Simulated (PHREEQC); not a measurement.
Solution (11 °C): 160 mmol/kgw HF and 8.2 mmol/kgw Na2HPO4. Closed to the air; pH follows from the charge balance.

Equilibrium calculation in PHREEQC: ion-association model, phreeqc.dat.

This is a speciation only: nothing precipitates in the calculation.

Q: What pH does the model give?

A: pH 2.06.

Q: In which forms is P present?

A: H2PO4- 52 %, H3PO4 48 % of the P.

At this temperature some constants are extrapolated from 25 °C, and those without enthalpy data are left unchanged.
